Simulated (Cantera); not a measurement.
Feed: 1 mol Si3N4, 15 mol H2O, 0.89 mol H2, 24 mol HF, equilibrated at 75.0 Torr.

Cantera equilibrium calculation (NASA polynomials, part measured and part estimated; ideal gas, pure solids and liquids). Candidate condensed phases: H2O, Si, SiO2, Si2N2O, Si3N4; 58 gas species. The tables' values for SiF3 are old estimates; treat these amounts as uncertain. The tables hold silica as quartz up to 1696 K and as liquid above; real silica turns to tridymite and cristobalite and melts near 1996 K. Gases not in the tables: Si(OH)4. Equilibrium is a limit: real reactors are often held back by kinetics, nucleation or transport.

x: gas mole fraction; n: condensed amount in mol.

```csv
T (K),x HF,x H2O,x H2,x SiF4,x N2,n SiO2(β-quartz),n SiO2(condensed)
723,0.309,0.386,0.177,0.0771,0.0514,0,0
873,0.309,0.386,0.177,0.0771,0.0514,0,0
1023,0.375,0.343,0.174,0.0577,0.0505,(withheld),0
1173,0.456,0.291,0.170,0.0342,0.0494,(withheld),0
1323,0.508,0.257,0.168,0.0190,0.0487,(withheld),0
1473,0.538,0.237,0.166,0.0102,0.0482,2.58,0
1623,0.554,0.227,0.165,0.00546,0.0480,2.77,0
1773,0.562,0.221,0.165,0.00297,0.0479,0,2.87
1923,0.566,0.219,0.164,0.00166,0.0478,0,2.92
```

**Question.** Fill in the missing entries.

**Answer.** 
- 1023, n SiO2(β-quartz): 0.716
- 1173, n SiO2(β-quartz): 1.62
- 1323, n SiO2(β-quartz): 2.22
